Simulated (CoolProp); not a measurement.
Vapour-liquid equilibrium of diethyl ether (1) + benzene (2) at 10.2 bar; x and y are mole fractions of (1).

The numbers come from the multi-fluid Helmholtz-energy mixture model, Thol 2014 and Thol 2012; pair parameters Bell 2016 in CoolProp.

Q: Give the bubble temperature and the first vapour's composition at x = 0.5, 0.8, 0.95. Is there an azeotrope?

A: x = 0.5: 417.2 K, y = 0.708; x = 0.8: 402.2 K, y = 0.909; x = 0.95: 395.7 K, y = 0.980. No azeotrope shows between x = 0.05 and 0.95.

The pair parameters rest on a limited set of measurements; away from them the model extrapolates.
